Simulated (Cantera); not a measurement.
An isothermal, constant-pressure homogeneous reactor starts with NH3 : N2 = 1 : 2.7 (molar parts), at 1750 K and 0.286 atm.

Cantera simulation using the gas-phase N/H chemistry of the illustrative SiF4/NH3 mechanism in the Surface Chemkin manual (1991); the numbers are that mechanism's predictions, not measurements. Walls and surfaces, which speed up NH3 decomposition in real reactors, are not modelled.

x: mole fraction; the columns are a selection and need not sum to one.

```json
[
 {"t (s)": "1.00e-6", "x NH3": "0.270", "x H": "2.28e-8", "x NH": "<1e-12", "x N2": "0.730", "x N2H4": "<1e-12", "x H2": "1.38e-8", "x N": "<1e-12"},
 {"t (s)": "8.92e-6", "x NH3": "0.270", "x H": "3.53e-8", "x NH": "4.94e-12", "x N2": "0.730", "x N2H4": "<1e-12", "x H2": "…", "x N": "<1e-12"},
 {"t (s)": "7.95e-5", "x NH3": "0.270", "x H": "3.53e-8", "x NH": "7.49e-10", "x N2": "0.730", "x N2H4": "4.41e-11", "x H2": "2.87e-6", "x N": "<1e-12"},
 {"t (s)": "0.000709", "x NH3": "0.270", "x H": "4.28e-8", "x NH": "1.04e-7", "x N2": "0.730", "x N2H4": "3.61e-9", "x H2": "2.78e-5", "x N": "8.76e-11"},
 {"t (s)": "0.00632", "x NH3": "0.270", "x H": "3.27e-7", "x NH": "8.58e-7", "x N2": "0.730", "x N2H4": "5.10e-8", "x H2": "0.000746", "x N": "1.97e-9"},
 {"t (s)": "0.0564", "x NH3": "0.262", "x H": "2.49e-6", "x NH": "1.16e-6", "x N2": "0.728", "x N2H4": "4.44e-8", "x H2": "0.00907", "x N": "1.75e-8"},
 {"t (s)": "0.503", "x NH3": "…", "x H": "…", "x NH": "…", "x N2": "0.719", "x N2H4": "…", "x H2": "…", "x N": "…"},
 {"t (s)": "4.49", "x NH3": "0.0469", "x H": "9.82e-5", "x NH": "8.80e-7", "x N2": "0.689", "x N2H4": "2.88e-9", "x H2": "0.264", "x N": "8.12e-8"},
 {"t (s)": "40.0", "x NH3": "0.000849", "x H": "0.000238", "x NH": "6.57e-8", "x N2": "0.681", "x N2H4": "3.80e-12", "x H2": "0.318", "x N": "1.26e-8"}
]
```

Complete the blanks.


- 8.92e-6, x H2: 2.91e-7
- 0.503, x NH3: 0.209
- 0.503, x H: 1.82e-5
- 0.503, x NH: 1.52e-6
- 0.503, x N2H4: 2.61e-8
- 0.503, x H2: 0.0721
- 0.503, x N: 7.29e-8
